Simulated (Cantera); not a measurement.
A perfectly stirred reactor is fed with H2 : O2 : N2 = 0.053 : 1 : 1.1 (molar parts), equivalence ratio 0.026, at 400 Pa; it is held at 1300 K, and followed from long to short residence time.

Model: GRI-Mech 3.0 (53 species, 325 reactions), integrated in Cantera. Radical loss at walls, strong at low pressure, is not modelled.

Problem. What does this change do: temperature 1300 to 1075 K?

Solution. 
| quantity | before | after |
|---|---|---|
| x(H2) at τ = 12.0 s | 9.97e-5 | 9.06e-5 |
| x(O2) at τ = 12.0 s | 0.455 | 0.456 |
| x(OH) at τ = 12.0 s | 0.00107 | 0.000378 |
| x(NO) at τ = 12.0 s | 2.41e-7 | 3.79e-8 |
| x(N2O) at τ = 12.0 s | 3.67e-9 | 2.85e-9 |
| x(H2) at τ = 0.170 s | 0.000601 | 0.00103 |
| x(O2) at τ = 0.170 s | 0.445 | 0.450 |
| x(OH) at τ = 0.170 s | 0.00230 | 0.00120 |
| x(NO) at τ = 0.170 s | 1.02e-7 | 6.62e-8 |
| x(N2O) at τ = 0.170 s | 2.03e-9 | 1.10e-9 |

Problem. What does this change do: 0.061 parts H2O added?

Solution. 
```csv
quantity,before,after
x(H2) at τ = 12.0 s,9.97e-5,0.000141
x(O2) at τ = 12.0 s,0.455,0.443
x(OH) at τ = 12.0 s,0.00107,0.00127
x(NO) at τ = 12.0 s,2.41e-7,1.39e-7
x(N2O) at τ = 12.0 s,3.67e-9,3.59e-9
x(H2) at τ = 0.170 s,0.000601,0.000906
x(O2) at τ = 0.170 s,0.445,0.435
x(OH) at τ = 0.170 s,0.00230,0.00297
x(NO) at τ = 0.170 s,1.02e-7,8.89e-8
x(N2O) at τ = 0.170 s,2.03e-9,1.81e-9
```
